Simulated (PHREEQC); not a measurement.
Dissolve 5.7 mmol/kgw ZnSO4 and 0.54 mmol/kgw FeSO4 at 90 °C. Closed to the air; pH follows from the charge balance.

All values are PHREEQC results (ion-association model, phreeqc.dat), not measurements.

Each row changes one thing in this solution. Precipitation was switched off in this run.

| case | pH | ionic strength (mol/kgw) | SO4-2 (mol/kgw) | Zn+2 (mol/kgw) | ZnSO4 (mol/kgw) | Zn(SO4)2-2 (mol/kgw) |
|---|---|---|---|---|---|---|
| as made | 5.10 | 0.0168 | 0.00415 | 0.00385 | 0.00179 | 4.09e-5 |
| diluted 5-fold with water | 5.25 | 0.00415 | 0.00104 | 0.000946 | 0.000185 | 1.04e-6 |
| temperature from 90 to 25 °C | 5.82 | 0.0181 | 0.00448 | 0.00412 | 0.00153 | 5.65e-5 |
| FeSO4 left out | 5.09 | 0.0156 | 0.00387 | 0.00390 | 0.00175 | 3.72e-5 |

Constants without temperature data keep their 25 °C values here.
